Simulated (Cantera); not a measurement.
A diamond (100) surface in a fixed gas of H2 with x(CH4) = 0.0045, x(H) = 0.014, x(CH3) = 9.4e-05, at 1175 K; coverages are run to steady state.

Model: the Harris–Goodwin 1993 mechanism for the reconstructed diamond (100) surface, integrated in Cantera.

θ: site fractions in the mechanism's names (c6HH fully hydrogenated, c6H* and c6*H radical sites, c6** diradical, c6HM methylated).

```json
[
 {"P (Pa)": "380", "growth (µm/h)": "0.0610", "θ c6HH": "0.456", "θ c6H*": "0.0358", "θ c6*H": "0.481", "θ c6**": "0.0272", "θ c6HM": "0.000215"},
 {"P (Pa)": "630", "growth (µm/h)": "…", "θ c6HH": "0.456", "θ c6H*": "0.0358", "θ c6*H": "0.481", "θ c6**": "0.0272", "θ c6HM": "…"},
 {"P (Pa)": "1100", "growth (µm/h)": "0.331", "θ c6HH": "0.455", "θ c6H*": "0.0358", "θ c6*H": "0.481", "θ c6**": "0.0272", "θ c6HM": "0.000512"},
 {"P (Pa)": "1700", "growth (µm/h)": "0.654", "θ c6HH": "0.455", "θ c6H*": "0.0358", "θ c6*H": "0.481", "θ c6**": "0.0272", "θ c6HM": "0.000689"},
 {"P (Pa)": "2900", "growth (µm/h)": "1.45", "θ c6HH": "0.455", "θ c6H*": "0.0358", "θ c6*H": "0.480", "θ c6**": "0.0272", "θ c6HM": "0.000935"},
 {"P (Pa)": "4800", "growth (µm/h)": "2.93", "θ c6HH": "0.455", "θ c6H*": "0.0358", "θ c6*H": "0.480", "θ c6**": "0.0272", "θ c6HM": "0.00117"},
 {"P (Pa)": "8000", "growth (µm/h)": "5.67", "θ c6HH": "0.455", "θ c6H*": "0.0359", "θ c6*H": "0.480", "θ c6**": "0.0272", "θ c6HM": "0.00138"},
 {"P (Pa)": "13000", "growth (µm/h)": "…", "θ c6HH": "0.455", "θ c6H*": "0.0361", "θ c6*H": "0.479", "θ c6**": "0.0272", "θ c6HM": "…"}
]
```

Some entries are withheld; supply them.


- 630, growth (µm/h): 0.136
- 630, θ c6HM: 0.000332
- 13000, growth (µm/h): 10.2
- 13000, θ c6HM: 0.00154
